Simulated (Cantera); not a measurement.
A perfectly stirred reactor is fed with CH4 : CO2 : H2 = 1 : 4.8 : 0.25 (molar parts), at 760 Torr; it is held at 2175 K, and followed from long to short residence time.

Cantera simulation using GRI-Mech 3.0 (53 species, 325 reactions); the numbers are that mechanism's predictions, not measurements.

x: mole fraction; the columns are a selection and need not sum to one.

| τ (s) | x CH4 | x CO2 | x H2 | x O2 | x H2O |
|---|---|---|---|---|---|
| 1.8 | 5.41e-6 | 0.263 | 0.0699 | 7.30e-6 | 0.208 |
| 0.38 | 3.93e-5 | 0.263 | 0.0700 | 4.75e-6 | 0.209 |
| 0.079 | 0.000282 | 0.264 | 0.0700 | 3.08e-6 | 0.208 |
| 0.016 | (withheld) | 0.270 | 0.0696 | (withheld) | 0.207 |
| 0.0034 | 0.00503 | 0.300 | 0.0666 | 1.71e-6 | 0.201 |
| 0.00071 | (withheld) | (withheld) | 0.0629 | (withheld) | (withheld) |
| 0.00015 | 0.0456 | 0.574 | 0.0832 | 1.95e-7 | 0.106 |

Task: Fill in the missing entries.

Result: 
- 0.016, x CH4: 0.00140
- 0.016, x O2: 2.56e-6
- 0.00071, x CH4: 0.0153
- 0.00071, x CO2: 0.407
- 0.00071, x O2: 7.06e-7
- 0.00071, x H2O: 0.179
